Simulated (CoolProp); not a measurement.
Vapour-liquid equilibrium of R134a (1) + R141b (2) at 3.39 bar; x and y are mole fractions of (1).

Computed with CoolProp (multi-fluid Helmholtz-energy mixture model, Tillner-Roth 1994 and Lemmon 2006; pair parameters Bell 2016).

```
x     bubble temperature (K)  y at the bubble point  dew temperature at overall composition x (K)  liquid density (mol/L)
----  ----------------------  ---------------------  --------------------------------------------  ----------------------
0.05                   332.8                  0.296                                         342.9                   9.995
0.15                   315.7                  0.610                                         339.0                     [?]
0.25                     [?]                  0.754                                         334.9                   10.74
0.35                   297.5                  0.829                                         330.3                   11.01
0.45                     [?]                    [?]                                         325.3                   11.25
0.55                   288.6                  0.904                                         319.6                   11.47
0.65                   285.6                  0.927                                         313.0                   11.69
0.75                   283.1                  0.947                                           [?]                   11.91
0.85                   280.7                    [?]                                           [?]                   12.15
0.95                   278.4                  0.988                                         282.7                   12.41
```

Question: Some entries are withheld; supply them.

Answer: 
- 0.15, liquid density (mol/L): 10.41
- 0.25, bubble temperature (K): 304.8
- 0.45, bubble temperature (K): 292.4
- 0.45, y at the bubble point: 0.873
- 0.75, dew temperature at overall composition x (K): 305.1
- 0.85, y at the bubble point: 0.966
- 0.85, dew temperature at overall composition x (K): 295.1

No azeotrope shows between x = 0.05 and 0.95.

Pair parameters are fitted to limited data, so mixtures are less certain than the pure fluids.
